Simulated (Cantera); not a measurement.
Charge: 1 mol Al, 5.2 mol I2, 14 mol N2, held at 10.0 Pa.

Method: chemical equilibrium by Gibbs-energy minimisation in Cantera with the NASA 1993 tables (ideal gas, pure condensed phases). Candidate condensed phases: Al, AlI3, AlN, I2; 10 gas species. Equilibrium is a limit: real reactors are often held back by kinetics, nucleation or transport. All values below are at 948 K.

Base state: N2 0.612, I 0.346, AlI3 0.0308, I2 0.0107 (mole fractions); condensed: AlN(s).

**Question.** What changes in the equilibrium state with this change: I2 from 5.2 to 2.1 mol?

**Answer.** 
```tsv
species	before	after
N2	0.612	0.776
I	0.346	0.213
AlI3	0.0308	0.00641
I2	0.0107	0.00407
AlN(s), mol	0.303	0.888
```
